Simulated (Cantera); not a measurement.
What does this Cantera script print?

```python
import numpy as np
import cantera as ct

gas_names = """
    C CH CH2 CH3 CH4 C2 C2H C2H2,acetylene C2H2,vinylidene C2H3,vinyl C2H4 C2H5 C2H6 C3 C3H3,propargyl
    C3H4,allene C3H4,propyne C3H4,cyclo- C3H5,allyl C3H6,propylene C3H6,cyclo- C3H7,n-propyl
    C3H7,i-propyl C3H8 C4 C4H2 C4H4,1,3-cyclo- C4H6,butadiene C4H6,2-butyne C4H6,cyclo- C4H8,1-butene
    C4H8,cis2-buten C4H8,tr2-butene C4H8,isobutene C4H8,cyclo- C4H9,n-butyl C4H9,i-butyl C4H9,s-butyl
    C4H9,t-butyl C4H10,isobutane C4H10,n-butane C5 C5H6,1,3cyclo- C5H8,cyclo- C5H10,1-pentene
    C5H10,cyclo- C5H11,pentyl C5H11,t-pentyl C5H12,n-pentane C5H12,i-pentane CH3C(CH3)2CH3 C6H2
    C6H5,phenyl C6H6 C6H10,cyclo- C6H12,1-hexene C6H12,cyclo- C6H13,n-hexyl C7H7,benzyl C7H8
    C7H14,1-heptene C7H15,n-heptyl C7H16,n-heptane C8H8,styrene C8H10,ethylbenz C8H16,1-octene
    C8H17,n-octyl C8H18,isooctane C8H18,n-octane C9H19,n-nonyl C10H8,naphthale C10H21,n-decyl
    C12H9,o-bipheny C12H10,bipheny H H2 Si SiC SiC2 SiC4H12 SiH SiH2 SiH3 SiH4 Si2 Si2C Si3
""".split()
cond_names = """
    C(gr) C6H6(L) C7H8(L) C8H18(L),n-octa Si(cr) Si(L) SiC(b)
""".split()


def load(file, names, dense=False):
    # The tables refer to 1 bar. Condensed volumes are neglected.
    table = {s.name: s for s in ct.Species.list_from_file(file)}
    out = []
    for n in names:
        d = dict(table[n].input_data)
        d["thermo"] = dict(d["thermo"], **{"reference-pressure": 1e5})
        if dense:
            d["equation-of-state"] = {"model": "constant-volume", "density": "1e6 g/cm^3"}
        out.append(ct.Species.from_dict(d))
    return out


gas = ct.Solution(thermo="ideal-gas", species=load("nasa_gas.yaml", gas_names))
cond = {s.name: ct.Solution(thermo="fixed-stoichiometry", species=[s], name=s.name)
        for s in load("nasa_condensed.yaml", cond_names, dense=True)}
atoms = {
    'Si(CH3)4': {'Si': 1, 'C': 4, 'H': 12},
    'C3H8': {'C': 3, 'H': 8},
    'H2': {'H': 2},
}
top_T = {'C(gr)': 4500, 'SiC(b)': 3050}  # K; cautious upper limits of use, not melting points


def equilibrate(T, P, feed):
    n = {}
    for name, mol in feed.items():
        for a, k in atoms[name].items():
            n[a] = n.get(a, 0.0) + k * mol
    gas.TPX = T, P, n
    mass = sum(n.values()) * gas.mean_molecular_weight
    gas.equilibrate("TP")
    valid = [c for c in cond.values() if c.min_temp <= T <= top_T.get(c.name, c.max_temp)]
    mix = ct.Mixture([(gas, mass / gas.mean_molecular_weight)] + [(c, 0.0) for c in valid])
    mix.T, mix.P = T, P
    mix.equilibrate("TP", solver="vcs", rtol=1e-11, max_steps=5000)
    return mix


results = []
feed = {'Si(CH3)4': 1, 'C3H8': 0.9, 'H2': 150}  # mol
P = 1000  # Pa
for T in [1700, 1750, 1800, 1850, 1900, 1950, 2000, 2050, 2100, 2150, 2200, 2250]:
    mix = equilibrate(T, P, feed)
    results.append((T, P, feed, dict(zip(mix.species_names, mix.species_moles))))

top = {s: max(r[3][s] / sum(r[3][g] for g in gas_names) for r in results) for s in gas_names}
cols = sorted((s for s in top if top[s] > 1e-06), key=lambda s: -top[s])[:8]
seen = [c for c in cond_names if any(r[3].get(c, 0) > 1e-12 for r in results)]
print("log10 of partial pressures in bar; condensed amounts in mol")
print(f"{'T/K':>10s}" + "".join(f"{s[:9]:>10s}" for s in cols + seen))
for T, P, feed, n in results:
    ng = sum(n[g] for g in gas_names)
    print(f"{T:10.4g}" + "".join(f"{np.log10(max(n[s] / ng * P / 1e5, 1e-99)):10.3f}" for s in cols)
          + "".join(f"{n.get(c, 0):10.4g}" for c in seen))
```

Result:

```
log10 of partial pressures in bar; condensed amounts in mol
       T/K        H2         H        Si C2H2,acet      SiC2      Si2C       SiH      SiH2     C(gr)    SiC(b)
      1700    -2.001    -4.832    -7.997    -6.135   -10.103   -10.217    -8.808    -8.677     5.675    0.9998
      1750    -2.001    -4.634    -7.544    -5.941    -9.511    -9.637    -8.423    -8.403     5.662    0.9994
      1800    -2.002    -4.447    -7.116    -5.758    -8.953    -9.090    -8.060    -8.144     5.644    0.9985
      1850    -2.002    -4.270    -6.712    -5.585    -8.425    -8.574    -7.717    -7.899     5.619    0.9962
      1900    -2.004    -4.102    -6.329    -5.422    -7.926    -8.086    -7.393    -7.668     5.586     0.991
      1950    -2.005    -3.943    -5.967    -5.268    -7.454    -7.623    -7.086    -7.449     5.545    0.9794
      2000    -2.008    -3.793    -5.622    -5.122    -7.005    -7.184    -6.794    -7.242     5.497    0.9543
      2050    -2.011    -3.650    -5.295    -4.985    -6.579    -6.767    -6.518    -7.047     5.451    0.9018
      2100    -2.015    -3.514    -4.983    -4.855    -6.174    -6.371    -6.256    -6.862     5.421    0.7949
      2150    -2.020    -3.385    -4.686    -4.733    -5.788    -5.994    -6.007    -6.687      5.44    0.5832
      2200    -2.028    -3.263    -4.403    -4.619    -5.420    -5.634    -5.771    -6.523     5.566    0.1731
      2250    -2.036    -3.147    -4.319    -4.512    -5.256    -5.666    -5.733    -6.554     5.446         0
```

Method: chemical equilibrium by Gibbs-energy minimisation in Cantera with the NASA 1993 tables (ideal gas, pure condensed phases). Gases not in the tables: Si2H6 and higher silanes.
